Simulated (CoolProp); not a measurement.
Saturated liquid density (kg/m³) of sulfur hexafluoride: the reference equation beside estimates from Tc = 318.7 K, pc = 3.755 MPa, ω = 0.210.

Computed with CoolProp (reference Helmholtz-energy equation of state, Guder 2009).

| T (K) | reference | van der Waals | Redlich-Kwong | Soave-Redlich-Kwong | Peng-Robinson |
|---|---|---|---|---|---|
| 252.1 | 1693 | 1078 | 1528 | 1588 | 1802 |
| 256.1 | 1669 | 1062 | 1499 | 1559 | 1769 |
| 260.1 | 1645 | 1045 | 1469 | 1529 | 1735 |
| 264.2 | 1619 | 1028 | 1437 | 1497 | 1699 |
| 268.2 | 1592 | 1010 | 1405 | 1464 | 1661 |
| 272.2 | 1565 | 991.2 | 1371 | 1430 | 1622 |
| 276.3 | 1535 | 971.2 | 1335 | 1393 | 1579 |
| 280.3 | 1505 | 950.7 | 1299 | 1354 | 1535 |
| 284.3 | 1472 | 929.1 | 1260 | 1314 | 1489 |
| 288.4 | 1437 | 905.5 | 1218 | 1270 | 1437 |
| 292.4 | 1400 | 881.0 | 1174 | 1224 | 1383 |
| 296.4 | 1359 | 854.5 | 1127 | 1174 | 1325 |
| 300.5 | 1313 | 824.7 | 1075 | 1118 | 1259 |
| 304.5 | 1262 | 792.3 | 1019 | 1057 | 1187 |
| 308.5 | 1201 | 755.1 | 954.3 | 986.7 | 1104 |

Absolute difference from the reference over all 15 rows, mean and median: van der Waals 36.8 and 36.8 %, Redlich-Kwong 14.2 and 13.7 %, Soave-Redlich-Kwong 10.7 and 10.0 %, Peng-Robinson 3.9 and 4.1 %.
